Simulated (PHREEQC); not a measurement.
Brine

Make-up at 20 °C: 1.2 mol/kgw NaOH and 0.45 mol/kgw Na2SO4. Closed to the air; pH follows from the charge balance.

Equilibrium calculation in PHREEQC: Pitzer model, pitzer.dat.

pH: 14.08
ionic strength: 2.55 mol/kgw
activity of water: 0.944
density: 1.099 g/cm³
osmotic coefficient: 0.860
total alkalinity: 1200 meq/kg

```tsv
species	molality	activity	log γ
Na+	2.10	1.17	-0.253
OH-	1.20	0.777	-0.188
SO4-2	0.450	0.0176	-1.409
```

This is a speciation only: nothing precipitates in the calculation. In brines, pH and single-ion activities rest on the MacInnes convention.
